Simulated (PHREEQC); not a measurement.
1 kg of water holding 0.029 mol/kgw KCl, 0.047 mol/kgw NaCl and 0.0041 mol/kgw SrCl2 is evaporated at 25 °C; the solids stay in contact with the brine. CO2 from the air is kept out. Only these solids could form: Halite, Sylvite.

Model: Pitzer model, pitzer.dat, run in PHREEQC.

| water left (kg) | ionic strength | water activity | Halite (mol) | Sylvite (mol) | Sr in solution (mol/kgw) | Na in solution (mol/kgw) | Cl in solution (mol/kgw) |
|---|---|---|---|---|---|---|---|
| 1 | 0.0883 | 0.997 | 0 | 0 | 0.00410 | 0.0470 | 0.0842 |
| 0.6755 | ? | 0.996 | 0 | 0 | 0.00607 | 0.0696 | 0.125 |
| 0.4563 | 0.194 | 0.994 | 0 | 0 | 0.00899 | 0.103 | 0.185 |
| 0.3082 | 0.286 | 0.991 | 0 | 0 | 0.0133 | 0.152 | ? |
| 0.2082 | 0.424 | 0.987 | 0 | 0 | 0.0197 | 0.226 | 0.404 |
| 0.1407 | 0.628 | 0.981 | 0 | 0 | 0.0291 | 0.334 | 0.599 |
| 0.09502 | 0.929 | 0.972 | 0 | 0 | 0.0431 | 0.495 | 0.886 |
| 0.05275 | ? | 0.949 | 0 | 0 | 0.0777 | 0.891 | 1.60 |
| 0.03564 | 2.48 | 0.922 | 0 | 0 | 0.115 | 1.32 | ? |
| 0.02407 | 3.67 | ? | 0 | 0 | 0.170 | 1.95 | 3.50 |
| 0.01627 | 5.43 | 0.814 | 0 | 0 | 0.252 | 2.89 | 5.17 |
| 0.01099 | 7.44 | 0.728 | 0 | 0.00655 | 0.373 | 4.28 | 7.06 |
| 0.007426 | 7.84 | 0.714 | 0.0147 | 0.0153 | 0.552 | ? | 7.29 |
| 0.005012 | 8.17 | 0.710 | 0.0270 | 0.0204 | 0.818 | 3.99 | 7.35 |

Task: Some entries are withheld; supply them.

Result: 
- 0.6755, ionic strength: 0.131
- 0.3082, Cl in solution (mol/kgw): 0.273
- 0.05275, ionic strength: 1.67
- 0.03564, Cl in solution (mol/kgw): 2.36
- 0.02407, water activity: 0.881
- 0.007426, Na in solution (mol/kgw): 4.34
